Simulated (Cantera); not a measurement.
Feed: 1 mol Si, 2.4 mol HCl, 2.3 mol H2, held at 1075 K and 0.0133 bar.

Equilibrium computed with Cantera from the NASA thermochemical tables; the gas is ideal and each condensed phase is pure. Candidate condensed phases: Si; 19 gas species. The tables' values for SiCl3 are old estimates; treat these amounts as uncertain. The numbers say what is thermodynamically allowed, not how fast it happens.

Base state: H2 0.801, SiCl4 0.106, HCl 0.0584, SiHCl3 0.0181, SiCl2 0.00830, SiCl3 0.00745, SiH2Cl2 0.000361 (mole fractions); condensed: Si(s).

Problem. What changes in the equilibrium state with this change: 0.63 mol CH4 added?

Solution. 
| species | before | after |
|---|---|---|
| H2 | 0.801 | 0.764 |
| HCl | 0.0584 | 0.170 |
| SiCl4 | 0.106 | 0.0608 |
| SiHCl3 | 0.0181 | 0.00339 |
| CH4 | 0 | 3.50e-5 |
| SiH2Cl2 | 0.000361 | 2.21e-5 |
| SiCl2 | 0.00830 | 0.000534 |
| SiCl3 | 0.00745 | 0.00143 |
| Si(s), mol | 0.416 | 0 |
| SiC(s), mol | 0 | 0.630 |
Further candidate phases: C, C6H6, C7H8, C8H18, SiC.
